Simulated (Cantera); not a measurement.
Charge: 1 mol PbO, 52 mol H₂, equilibrated at 0.00290 bar.

These are equilibrium values from Cantera (NASA tables, ideal gas, pure condensed phases), not measurements of a reactor. Candidate condensed phases: H₂O, Pb, PbO, PbO₂, Pb₃O₄; 12 gas species. The numbers say what is thermodynamically allowed, not how fast it happens.

Q: Which condensed phases are stable at each of these points (T (K)): 673, 873, 1073, 1273, 1473, 1673, 1873?

A: 
| T (K) | condensed phases | Pb condensed (%) |
|---|---|---|
| 673 | Pb(l) | 100.0 |
| 873 | Pb(l) | 98.9 |
| 1073 | gas only | 0.0 |
| 1273 | gas only | 0.0 |
| 1473 | gas only | 0.0 |
| 1673 | gas only | 0.0 |
| 1873 | gas only | 0.0 |

From 673 K to 873 K the condensed part is Pb(l). From 1073 K to 1873 K nothing is condensed.
